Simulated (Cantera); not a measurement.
A perfectly stirred reactor is fed with 0.495 % CH4, 99.1 % H2, 0.425 % O2, equivalence ratio 120, at 60.8 Torr; it is held at 2448 K, and followed from long to short residence time.

Model: GRI-Mech 3.0 (53 species, 325 reactions), integrated in Cantera.

One state of this run: x CH4 = 2.28e-5; x H2 = 0.930; x O2 = 1.28e-7; x CO2 = 2.88e-6; x CH3 = 2.75e-5; x CH2O = 4.46e-9; x CH2CO = 2.12e-9. x: mole fraction; the columns are a selection and need not sum to one.

**Question.** Which value of τ (s) does it belong to?
A) 0.93
B) 0.31
C) 0.012
D) 0.10

**Answer.** B, 0.31
